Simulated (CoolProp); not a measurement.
Vapour-liquid equilibrium of CHF3 (R23) (1) + R11 (2) at -48.25 °C; x and y are mole fractions of (1).

Computed with CoolProp (multi-fluid Helmholtz-energy mixture model, Penoncello 2003 and Jacobsen 1992; pair parameters Bell 2016).

```tsv
x	bubble pressure, mixture model (kPa)	bubble pressure, Raoult's law (kPa)	y, mixture model	y, Raoult's law
0.05	95.12	28.53	0.969	0.901
0.2	307.4	105.2	0.990	0.977
0.35	410.0	181.9	0.993	0.989
0.5	437.1	258.5	0.994	0.994
0.65	438.0	335.2	0.994	0.997
0.8	447.9	411.8	0.994	0.999
0.95	489.5	488.5	0.997	1.000
```

The largest gap from Raoult's law is +233.4 % in bubble pressure, at x = 0.05. No azeotrope shows between x = 0.05 and 0.95.

Pair parameters are fitted to limited data, so mixtures are less certain than the pure fluids. With so large a gap from Raoult's law the liquid may split in two, which this calculation doesn't test in full.
